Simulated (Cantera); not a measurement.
## Ammonia decomposition in nitride growth gas

A perfectly stirred reactor is fed with 4.35 % NH3, 95.7 % H2, at 0.560 bar; it is held at 2348 K, and followed from long to short residence time.

Model: the gas-phase N/H chemistry of the illustrative SiF4/NH3 mechanism in the Surface Chemkin manual (1991), integrated in Cantera. Walls and surfaces, which speed up NH3 decomposition in real reactors, are not modelled.

```csv
τ (s),x NH3,x H2,x H,x NH,x N,x N2H2,x N2
19,5.67e-5,0.963,0.0163,1.08e-6,7.53e-7,5.56e-11,0.0206
8.1,8.70e-5,0.963,0.0163,1.65e-6,1.15e-6,1.30e-10,0.0206
3.5,0.000133,0.963,0.0163,2.50e-6,1.75e-6,3.01e-10,0.0206
1.5,0.000204,0.963,0.0162,3.81e-6,2.66e-6,7.03e-10,0.0206
0.67,0.000308,0.963,0.0161,5.69e-6,3.94e-6,1.58e-9,0.0205
0.29,0.000482,0.963,0.0158,8.60e-6,5.85e-6,3.69e-9,0.0204
0.13,0.000765,0.964,0.0153,1.27e-5,8.34e-6,8.44e-9,0.0203
0.055,0.00137,0.965,0.0140,1.90e-5,1.14e-5,2.12e-8,0.0200
0.024,0.00286,0.966,0.0116,2.69e-5,1.33e-5,5.46e-8,0.0193
0.010,0.00766,0.967,0.00811,3.52e-5,1.21e-5,1.45e-7,0.0170
0.0045,0.0164,0.965,0.00595,4.06e-5,1.03e-5,2.84e-7,0.0127
```
x: mole fraction; the columns are a selection and need not sum to one.
